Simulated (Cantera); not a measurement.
A perfectly stirred reactor is fed with NH3 : N2 = 1 : 12 (molar parts), at 0.0680 bar; it is held at 1723 K, and followed from long to short residence time.

Model: the gas-phase N/H chemistry of the illustrative SiF4/NH3 mechanism in the Surface Chemkin manual (1991), integrated in Cantera. Walls and surfaces, which speed up NH3 decomposition in real reactors, are not modelled.

Problem. Predict: x(NH3) at τ = 2.30 s; x(N2H2) at τ = 2.30 s; x(NH) at τ = 2.30 s; x(N2H4) at τ = 2.30 s; x(NH2) at τ = 2.30 s; x(NH3) at τ = 37.0 ms; x(N2H2) at τ = 37.0 ms; x(NH) at τ = 37.0 ms; x(N2H4) at τ = 37.0 ms; x(NH2) at τ = 37.0 ms.

Solution. 
- x(NH3) at τ = 2.30 s = 0.0559
- x(N2H2) at τ = 2.30 s = 1.79e-7
- x(NH) at τ = 2.30 s = 1.52e-6
- x(N2H4) at τ = 2.30 s = 2.22e-9
- x(NH2) at τ = 2.30 s = 7.13e-5
- x(NH3) at τ = 37.0 ms = 0.0766
- x(N2H2) at τ = 37.0 ms = 1.36e-7
- x(NH) at τ = 37.0 ms = 4.71e-7
- x(N2H4) at τ = 37.0 ms = 3.31e-9
- x(NH2) at τ = 37.0 ms = 8.70e-5
